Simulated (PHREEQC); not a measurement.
# Polishing slurry liquid: speciation

Dissolve 8.8 mmol/kgw K2CO3, 0.14 mmol/kgw K2SO4 and 1.6 mmol/kgw H3BO3 at 20 °C. Closed to the air; pH follows from the charge balance.

Model: ion-association model, phreeqc.dat, run in PHREEQC.

Precipitation was switched off in this run.

Task: What pH does the model give?

Result: pH 10.73.

Task: In which forms is B present?

Result: H2BO3- 97 %, H3BO3 3.0 % of the B.

Species that the database lacks are ignored.
